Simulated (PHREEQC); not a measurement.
1 kg of water holding 0.29 mol/kgw Na2SO4 and 0.012 mol/kgw KCl is evaporated at 25 °C; the solids stay in contact with the brine. The system is closed to CO2. Only these solids could form: Arcanite, Glaserite, Halite, Mirabilite, Misenite, Sylvite, Thenardite.

Base run: PHREEQC, Pitzer model, pitzer.dat. Each further column changes one thing. The table gives water activity.

```csv
H2O removed (mol),base,temperature from 25 to 50 °C,temperature from 25 to 5 °C
0,0.988,0.988,0.989
18.01,0.983,0.983,0.984
30.18,0.976,0.976,0.983
38.4,0.966,0.965,0.982
43.95,0.952,0.950,0.981
47.7,0.931,0.926,0.979
50.23,0.926,0.890,0.974
51.94,0.903,0.882,0.951
```

 At this temperature some constants are extrapolated from 25 °C, and those without enthalpy data are left unchanged.
